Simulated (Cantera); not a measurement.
A closed system holds: 1 mol HBr, 0.52 mol H₂O, 5.3 mol O₂, held at 1425 K.

Cantera equilibrium calculation (NASA polynomials, part measured and part estimated; ideal gas, pure solids and liquids). Candidate condensed phases: Br₂, H₂O; 12 gas species. The numbers say what is thermodynamically allowed, not how fast it happens.

Q: At 1.20 mbar, list the 5 most abundant gas species with their mole fractions, and the condensed phases.

A: O₂ 0.718, H₂O 0.140, Br 0.132, HBr 0.00877, Br₂ 0.000541. Condensed: gas only.
